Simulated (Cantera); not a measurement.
Feed: 1 mol TEOS, a varied amount of O2, 1.9 mol H2O, at 2123 K and 0.398 Torr.

Cantera equilibrium calculation (NASA polynomials, part measured and part estimated; ideal gas, pure solids and liquids). Candidate condensed phases: C, C6H6, C7H8, C8H18, H2O, Si, SiC, SiO2; 123 gas species. The feed counts by its element totals alone. The numbers say what is thermodynamically allowed, not how fast it happens.

Question: Which condensed phases are stable at each of these points (n(O2) (mol)): 0.21, 0.25, 0.28, 0.33, 0.38, 0.44, 0.51, 0.58, 0.68, 0.78, 0.9, 1?

Answer: 
```csv
n(O2) (mol),condensed phases,Si condensed (%)
0.21,C(graphite) + SiC(s),29.3
0.25,C(graphite) + SiC(s),28.9
0.28,C(graphite) + SiC(s),28.6
0.33,C(graphite) + SiC(s),28.2
0.38,C(graphite) + SiC(s),27.7
0.44,C(graphite) + SiC(s),27.2
0.51,C(graphite) + SiC(s),26.5
0.58,C(graphite) + SiC(s),25.9
0.68,C(graphite) + SiC(s),25.0
0.78,C(graphite) + SiC(s),24.1
0.9,C(graphite) + SiC(s),23.0
1,SiC(s),9.6
```

From 0.21 mol O2 to 0.9 mol O2 the condensed part is C(graphite) + SiC(s). At 1 mol O2 the condensed part is SiC(s).
